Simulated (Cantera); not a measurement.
## Chemical vapour transport: AlN + HCl + N2

A closed system holds: 1 mol AlN, 0.036 mol HCl, 0.1 mol N2, at 0.160 bar.

Method: chemical equilibrium by Gibbs-energy minimisation in Cantera with the NASA 1993 tables (ideal gas, pure condensed phases). Candidate condensed phases: Al, AlCl3, AlN, NH4Cl; 20 gas species. The tables' values for AlCl2 are old estimates; treat these amounts as uncertain. The numbers say what is thermodynamically allowed, not how fast it happens.

From 477 °C to 1377 °C the condensed part is AlN(s). The main Al-bearing gas is AlCl3 throughout.

| T (°C) | log p N2 | log p H2 | log p AlCl3 | log p HCl | log p AlCl2 | log p AlCl | n AlN(s) |
|---|---|---|---|---|---|---|---|
| 477 | -0.91 | -1.79 | -2.05 | -1.99 | -10.80 | <-12 | 0.991 |
| 552 | -0.91 | -1.79 | -1.98 | -2.00 | -9.41 | <-12 | 0.991 |
| 627 | -0.91 | -1.79 | -1.97 | -2.01 | -8.28 | -12.03 | 0.991 |
| 702 | -0.91 | -1.78 | -1.96 | -2.03 | -7.33 | -10.46 | 0.991 |
| 777 | -0.91 | -1.78 | -1.95 | -2.04 | -6.52 | -9.12 | 0.991 |
| 852 | -0.91 | -1.77 | -1.95 | -2.06 | -5.82 | -7.97 | 0.990 |
| 927 | -0.91 | -1.77 | -1.95 | -2.07 | -5.21 | -6.95 | 0.990 |
| 1002 | -0.91 | -1.77 | -1.95 | -2.08 | -4.67 | -6.07 | 0.990 |
| 1077 | -0.91 | -1.77 | -1.95 | -2.09 | -4.19 | -5.28 | 0.990 |
| 1152 | -0.91 | -1.77 | -1.95 | -2.10 | -3.77 | -4.57 | 0.990 |
| 1227 | -0.91 | -1.76 | -1.95 | -2.11 | -3.39 | -3.95 | 0.990 |
| 1302 | -0.91 | -1.76 | -1.97 | -2.12 | -3.06 | -3.38 | 0.990 |
| 1377 | -0.91 | -1.76 | -2.00 | -2.14 | -2.77 | -2.88 | 0.989 |
log p: log10 of the partial pressure in bar; n: condensed amount in mol.
